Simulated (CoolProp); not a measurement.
The numbers come from the reference Helmholtz-energy equation of state, Platzer 1990 in CoolProp. This equation is an older, rougher fit.

Problem. For CF4 (R14), give the phase and the Z, cp (kJ/(kg K)), isothermal compressibility (1/MPa), viscosity (µPa s) at 239.2 K and 1160 kPa.

Solution. 
- 239.2 K and 1160 kPa: gas; Z 0.905, cp 0.661, isothermal compressibility 0.957, viscosity 15.0

Viscosity comes from a separate model (Huber 2003), an estimate that may be off by 10 % or more.
